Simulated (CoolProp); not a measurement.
Vapour pressure (kPa) of octamethyltrisiloxane (MDM): the reference equation beside estimates from Tc = 292.2 °C, pc = 1438 kPa, ω = 0.528. Clausius-Clapeyron is anchored at 82.65 °C with a constant enthalpy of vaporisation of 42.99 kJ/mol.

Model: reference Helmholtz-energy equation of state, Thol 2017, in CoolProp.

| T (°C) | reference | Lee-Kesler | Clausius-Clapeyron | van der Waals | Soave-Redlich-Kwong | Peng-Robinson |
|---|---|---|---|---|---|---|
| 78.65 | 8.575 | 8.594 | 8.601 | 153.6 | 8.604 | 8.992 |
| 82.65 | 10.15 | 10.15 | 10.15 | 163.6 | 10.16 | 10.58 |
| 86.65 | 11.95 | 11.93 | 11.93 | 174.0 | 11.94 | 12.39 |
| 90.65 | 14.00 | 13.97 | 13.97 | 184.9 | 13.97 | 14.45 |
| 94.65 | 16.34 | 16.28 | 16.30 | 196.2 | 16.28 | 16.78 |
| 98.55 | 18.92 | 18.82 | 18.89 | 207.6 | 18.82 | 19.34 |
| 102.55 | 21.89 | 21.76 | 21.91 | 219.8 | 21.75 | 22.29 |
| 106.55 | 25.23 | 25.06 | 25.33 | 232.5 | 25.05 | 25.60 |
| 110.55 | 28.97 | 28.76 | 29.19 | 245.6 | 28.74 | 29.30 |
| 114.45 | 33.03 | 32.77 | 33.43 | 258.9 | 32.76 | 33.31 |
| 118.45 | 37.66 | 37.34 | 38.31 | 273.0 | 37.33 | 37.87 |
| 122.45 | 42.78 | 42.41 | 43.78 | 287.6 | 42.40 | 42.92 |
| 126.45 | 48.45 | 48.02 | 49.91 | 302.7 | 48.02 | 48.51 |
| 130.35 | 54.53 | 54.03 | 56.55 | 317.9 | 54.05 | 54.49 |

Absolute difference from the reference over all 14 rows, mean and median: Lee-Kesler 0.6 and 0.6 %, Clausius-Clapeyron 1.0 and 0.3 %, van der Waals 945.7 and 862.8 %, Soave-Redlich-Kwong 0.6 and 0.7 %, Peng-Robinson 1.9 and 1.6 %.
